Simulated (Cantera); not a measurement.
**Ignition delay**

Mixture: CH4 : H2 : O2 : N2 = 1 : 0.31 : 1.54 : 5.79 (molar parts), equivalence ratio 1.4, at 1.78 atm, adiabatic and at constant volume. Ignition delay is the time to a rise of 400 K.

Model: GRI-Mech 3.0 (53 species, 325 reactions), integrated in Cantera.

```csv
T0 (K),delay (ms)
1225,2.49
1275,1.60
1325,1.03
1375,0.673
1425,0.446
1475,0.302
1525,0.208
1575,0.147
```

```
Quantity                                                 Value
--------------------------------------------------  ----------
apparent activation energy between 1475 and 1575 K  140 kJ/mol
```
